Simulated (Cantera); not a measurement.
**Stirred combustor or abatement burner**

A perfectly stirred reactor is fed with CH3OH : O2 : N2 : H2O = 1 : 1.7 : 6.41 : 2.1 (molar parts), equivalence ratio 0.88, at 0.987 atm; it is adiabatic with a 723 K inlet, and is followed from long to short residence time, starting on the burning branch (τ in s: 0.1, 0.055, 0.03, 0.016, 0.0085, 0.0046, 0.0025, 0.0013, 0.00071, 0.00038, 0.0002, 0.00011, 5.9e-05).

Model: GRI-Mech 3.0 (53 species, 325 reactions), integrated in Cantera. GRI-Mech 3.0 was tuned for natural gas; its chemistry of methanol as a main component is partial and can be far from experiment.

```csv
τ (s),T (K),x CH3OH,x O2,x H2O,x H,x NO,x CO,x CH2
0.10,2098,1.12e-6,0.0182,0.345,0.000206,0.000283,0.00263,1.14e-8
0.055,2091,1.87e-6,0.0186,0.344,0.000263,0.000183,0.00308,1.74e-8
0.030,2081,3.03e-6,0.0191,0.343,0.000363,0.000121,0.00377,2.53e-8
0.016,2065,4.85e-6,0.0199,0.341,0.000538,8.05e-5,0.00479,3.57e-8
0.0085,2043,7.61e-6,0.0210,0.339,0.000827,5.39e-5,0.00613,5.11e-8
0.0046,2016,1.16e-5,0.0223,0.336,0.00126,3.67e-5,0.00775,7.83e-8
0.0025,1984,1.78e-5,0.0239,0.333,0.00188,2.57e-5,0.00963,1.33e-7
0.0013,1943,2.83e-5,0.0259,0.329,0.00281,1.84e-5,0.0119,2.56e-7
0.00071,1901,4.46e-5,0.0280,0.325,0.00388,1.42e-5,0.0144,4.84e-7
0.00038,1853,7.43e-5,0.0306,0.321,0.00509,1.10e-5,0.0176,9.29e-7
0.00020,1799,0.000135,0.0340,0.317,0.00616,7.94e-6,0.0221,1.78e-6
0.00011,1739,0.000267,0.0388,0.314,0.00643,4.96e-6,0.0292,3.21e-6
5.9e-5,723,0.0892,0.152,0.187,<1e-12,<1e-12,<1e-12,<1e-12
```
x: mole fraction; the columns are a selection and need not sum to one.
